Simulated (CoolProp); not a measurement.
R245ca along the isotherm 450 K: fugacity coefficient from the reference equation and from simpler models built on Tc = 447.6 K, pc = 3.941 MPa, ω = 0.355; each cubic takes its own stable root.

Values from CoolProp's reference Helmholtz-energy equation of state, Zhou 2016.

```tsv
p (MPa)	phase	reference	van der Waals	Redlich-Kwong	Soave-Redlich-Kwong	Peng-Robinson
0.422	gas	0.9633	0.9687	0.9643	0.9644	0.9605
0.844	gas	0.9272	0.9375	0.9291	0.9293	0.9218
1.27	gas	0.8913	0.9062	0.8939	0.8943	[?]
1.69	gas	0.8563	0.8752	0.8595	0.8600	0.8464
2.11	gas	0.8216	0.8442	0.8254	0.8260	0.8099
2.53	gas	0.7869	0.8129	0.7913	0.7921	0.7737
2.96	gas	[?]	0.7804	0.7563	0.7573	0.7370
3.38	gas	0.7156	0.7477	0.7216	0.7227	0.7009
3.8	gas	0.6784	0.7132	[?]	[?]	0.6641
4.22	supercritical	0.6350	0.6708	0.6432	0.6457	0.6225
4.64	supercritical	0.5896	0.6282	0.6000	0.6027	0.5797
5.07	supercritical	0.5501	0.5912	0.5623	0.5650	0.5422
5.49	supercritical	[?]	0.5604	0.5308	0.5334	0.5109
5.91	supercritical	[?]	0.5339	0.5036	0.5062	0.4838
```

Task: Complete the blanks.

Result: 
- 1.27, Peng-Robinson: 0.8835
- 2.96, reference: 0.7511
- 3.8, Redlich-Kwong: 0.6855
- 3.8, Soave-Redlich-Kwong: 0.6870
- 5.49, reference: 0.5173
- 5.91, reference: 0.4891
